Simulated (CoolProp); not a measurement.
Vapour-liquid equilibrium of o-xylene (1) + n-decane (2) at 0.249 MPa; x and y are mole fractions of (1).

Computed with CoolProp (multi-fluid Helmholtz-energy mixture model, Zhou 2012 and Lemmon 2006; pair parameters Bell 2016).

| x | bubble temperature (K) | y at the bubble point | dew temperature at overall composition x (K) | liquid density (mol/L) |
|---|---|---|---|---|
| 0.05 | 484.5 | 0.082 | 485.2 | 4.077 |
| 0.2 | 478.9 | 0.304 | 481.6 | 4.397 |
| 0.35 | 473.7 | 0.490 | 477.7 | 4.753 |
| 0.5 | 468.8 | 0.645 | 473.4 | 5.149 |
| 0.65 | 464.3 | 0.774 | 468.7 | 5.595 |
| 0.8 | 460.1 | 0.882 | 463.4 | 6.100 |
| 0.95 | 456.3 | 0.973 | 457.3 | 6.678 |

No azeotrope shows between x = 0.05 and 0.95.

Pair parameters are fitted to limited data, so mixtures are less certain than the pure fluids.
